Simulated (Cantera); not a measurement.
Feed: 1 mol SiH2Cl2, 5.1 mol NH3, held at 0.390 bar.

These are equilibrium values from Cantera (NASA tables, ideal gas, pure condensed phases), not measurements of a reactor. Candidate condensed phases: NH4Cl, Si, Si3N4; 28 gas species. Gases not in the tables: Si2H6 and higher silanes. Rates play no part.

**Question.** What share of the Si ends up in condensed phases as a function of T (°C), at 1500, 1525, 1550, 1575, 1600, 1625, 1650, 1675, 1700, 1725, 1750, 1775, 1800, 1825?

**Answer.** 
```
T (°C)  Si condensed (%)        as
------  ----------------  --------
1500                79.3  Si3N4(s)
1525                76.2  Si3N4(s)
1550                73.0  Si3N4(s)
1575                69.6  Si3N4(s)
1600                66.2  Si3N4(s)
1625                62.8  Si3N4(s)
1650                59.4  Si3N4(s)
1675                57.4     Si(l)
1700                57.9     Si(l)
1725                58.3     Si(l)
1750                58.6     Si(l)
1775                59.0     Si(l)
1800                59.3     Si(l)
1825                59.5     Si(l)
```
